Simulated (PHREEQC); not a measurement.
1 kg of water holding 0.33 mol KCl, 0.21 mol CaCl2, 0.064 mol MgCl2, 0.28 mol SrCl2 and 0.016 mol NaCl is evaporated at 25 °C; the solids stay in contact with the brine. The system is closed to CO2. Solids allowed: Bischofite, Brucite, Carnallite, Halite, Portlandite, Sylvite, MgCl2_4H2O. Others were left out.

The series has 13 steps of water left (kg), from 1 to 0.09502.

Model: Pitzer model, pitzer.dat, run in PHREEQC.

### Question
Which solids form, in which order, and at which step of the series does each first stand?

### Answer
Sylvite from water left = 0.1711 kg.

Species that the database lacks are ignored.
